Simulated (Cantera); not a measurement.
Feed: 1 mol TiCl4, 2.6 mol O2, held at 1502 °C and 1330 Pa.

Cantera equilibrium calculation (NASA polynomials, part measured and part estimated; ideal gas, pure solids and liquids). Candidate condensed phases: Ti, TiCl2, TiCl3, TiCl4, TiO, TiO2, Ti2O3, Ti3O5, Ti4O7; 15 gas species. Kinetics and transport are ignored.

Base state: Cl 0.628, O2 0.304, Cl2 0.0668, ClO 0.000728, O 0.000457, TiCl4 7.78e-5, TiOCl2 4.29e-5 (mole fractions); condensed: TiO2(rutile).

Task: What changes in the equilibrium state with this change: TiCl4 replaced by Ti(OiPr)4?

Result: 
```json
[
 {"species": "H2", "before": "0", "after": "0.602"},
 {"species": "CO", "before": "0", "after": "0.396"},
 {"species": "H", "before": "0", "after": "0.00194"},
 {"species": "Cl", "before": "0.628", "after": "0"},
 {"species": "O2", "before": "0.304", "after": "<1e-9"},
 {"species": "Cl2", "before": "0.0668", "after": "0"},
 {"species": "TiCl4", "before": "7.78e-5", "after": "0"},
 {"species": "ClO", "before": "0.000728", "after": "0"},
 {"species": "O", "before": "0.000457", "after": "<1e-9"},
 {"species": "TiO2(rutile), mol", "before": "0.999", "after": "0"},
 {"species": "C(graphite), mol", "before": "0", "after": "1.80"},
 {"species": "TiC(s), mol", "before": "0", "after": "1.00"}
]
```
The feed counts by its element totals alone. TiC: taken at fixed stoichiometry. Further candidate phases: C, C6H6, C7H8, C8H18, H2O, TiC.

Task: What changes in the equilibrium state with this change: temperature from 1502 °C to 1025 °C?

Result: 
| species | before | after |
|---|---|---|
| Cl2 | 0.0668 | 0.497 |
| O2 | 0.304 | 0.428 |
| Cl | 0.628 | 0.0744 |
| TiCl4 | 7.78e-5 | 4.12e-5 |
| TiOCl2 | 4.29e-5 | 1.86e-8 |
| O | 0.000457 | 9.67e-7 |
| ClO | 0.000728 | 0.000186 |
| TiO2(rutile), mol | 0.999 | 1.000 |

Task: What changes in the equilibrium state with this change: temperature from 1502 °C to 925 °C?

Result: 
| species | before | after |
|---|---|---|
| Cl2 | 0.0668 | 0.533 |
| O2 | 0.304 | 0.438 |
| Cl | 0.628 | 0.0293 |
| TiCl4 | 7.78e-5 | 1.19e-5 |
| TiOCl2 | 4.29e-5 | <1e-9 |
| O | 0.000457 | 1.38e-7 |
| ClO | 0.000728 | 8.84e-5 |
| TiO2(rutile), mol | 0.999 | 1.000 |
Condensed phases not in the tables: TiOCl.
